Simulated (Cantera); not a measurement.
# Ammonia decomposition in nitride growth gas

An isothermal, constant-pressure homogeneous reactor starts with NH3 : N2 = 1 : 0.1 (molar parts), at 2100 K and 0.286 atm.

Model: the gas-phase N/H chemistry of the illustrative SiF4/NH3 mechanism in the Surface Chemkin manual (1991), integrated in Cantera. Walls and surfaces, which speed up NH3 decomposition in real reactors, are not modelled.

| t (s) | x NH3 | x N2 | x N | x NH2 | x H2 | x NH | x N2H4 |
|---|---|---|---|---|---|---|---|
| 7.00e-5 | 0.907 | 0.0909 | 8.61e-9 | 0.00104 | 0.000614 | 4.95e-6 | 6.73e-8 |
| 0.000202 | 0.904 | 0.0912 | 4.10e-8 | 0.00209 | 0.00277 | 1.46e-5 | 2.70e-7 |
| 0.000585 | 0.892 | 0.0937 | 1.28e-7 | 0.00227 | 0.0118 | 1.84e-5 | 3.18e-7 |
| 0.00169 | 0.860 | 0.101 | 3.51e-7 | 0.00211 | 0.0376 | 2.13e-5 | 2.75e-7 |
| 0.00489 | 0.774 | 0.119 | 7.92e-7 | 0.00183 | 0.105 | 2.50e-5 | 2.09e-7 |
| 0.0142 | 0.586 | 0.160 | 1.30e-6 | 0.00144 | 0.253 | 2.67e-5 | 1.29e-7 |
| 0.0409 | 0.297 | 0.222 | 1.66e-6 | 0.000895 | 0.480 | 2.35e-5 | 4.97e-8 |
| 0.118 | 0.0625 | 0.272 | 1.87e-6 | 0.000315 | 0.664 | 1.47e-5 | 6.14e-9 |
| 0.342 | 0.000877 | 0.285 | 1.34e-6 | 1.61e-5 | 0.710 | 2.82e-6 | 1.60e-11 |
| 0.989 | 5.54e-5 | 0.285 | 1.23e-7 | 1.15e-6 | 0.710 | 2.28e-7 | <1e-12 |
| 2.86 | 1.46e-5 | 0.285 | 3.25e-8 | 3.04e-7 | 0.710 | 6.04e-8 | <1e-12 |
| 8.27 | 4.83e-6 | 0.285 | 1.07e-8 | 1.00e-7 | 0.710 | 1.99e-8 | <1e-12 |
| 23.9 | 2.07e-6 | 0.285 | 4.59e-9 | 4.30e-8 | 0.710 | 8.54e-9 | <1e-12 |
| 69.2 | 1.59e-6 | 0.285 | 3.54e-9 | 3.31e-8 | 0.710 | 6.59e-9 | <1e-12 |
| 200 | 1.59e-6 | 0.285 | 3.52e-9 | 3.30e-8 | 0.710 | 6.55e-9 | <1e-12 |
x: mole fraction; the columns are a selection and need not sum to one.

Equilibrium at this temperature and pressure: NH3 1.59e-6, N2 0.285, N 3.52e-9, NH2 3.30e-8, H2 0.710, NH 6.55e-9, N2H4 <1e-12 (gas phase only).
